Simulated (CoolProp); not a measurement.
The fluid at 298.15 K and 8.05 MPa flows at 0.95 m/s in a round tube of 50 mm bore and 1.5 µm roughness, fully developed (64/Re and Nu = 3.66 if laminar; Colebrook and Gnielinski if turbulent). The same conditions are run with several fluids, on thermodynamics alone (safety and materials aside).

The numbers come from the reference Helmholtz-energy equation of state of each fluid (R125: Lemmon 2005; R143a: Lemmon and Jacobsen 2000; n-butane: Bücker 2006; R11: Jacobsen 1992; R410A: Lemmon 2003) in CoolProp. Blends and air are pseudo-pure fits.

```csv
fluid,Reynolds number,Darcy friction factor,pressure drop (Pa/m),heat-transfer coefficient (W/(m² K)),mass flow (kg/h)
R125,___,0.0144,164,1640,8490
R143a,369000,0.0143,127,1740,6610
n-butane,___,0.0166,87.6,___,3930
R11,___,___,226,1270,___
R410A,383000,0.0142,142,2090,7450
```

What belongs in the gaps?


- R125, Reynolds number: 346000
- n-butane, Reynolds number: 159000
- n-butane, heat-transfer coefficient (W/(m² K)): 1500
- R11, Reynolds number: 151000
- R11, Darcy friction factor: 0.0167
- R11, mass flow (kg/h): 10000

Transport values come from each fluid's own correlations; those of R143a, R11 are estimates that may be off by 10 % or more.
